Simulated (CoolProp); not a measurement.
Vapour-liquid equilibrium of ethane (1) + hydrogen chloride (2) at 251 kPa; x and y are mole fractions of (1).

Computed with CoolProp (multi-fluid Helmholtz-energy mixture model, Bücker 2006 and Thol 2018; pair parameters Bell 2016).

Q: Give the bubble temperature and the first vapour's composition at x = 0.725, 0.875, 0.95. Is there an azeotrope?

A: x = 0.725: 196.9 K, y = 0.606; x = 0.875: 198.9 K, y = 0.741; x = 0.95: 201.0 K, y = 0.869. y crosses x between x = 0.5 and 0.575: the model has an azeotrope there.

Pair parameters are fitted to limited data, so mixtures are less certain than the pure fluids.
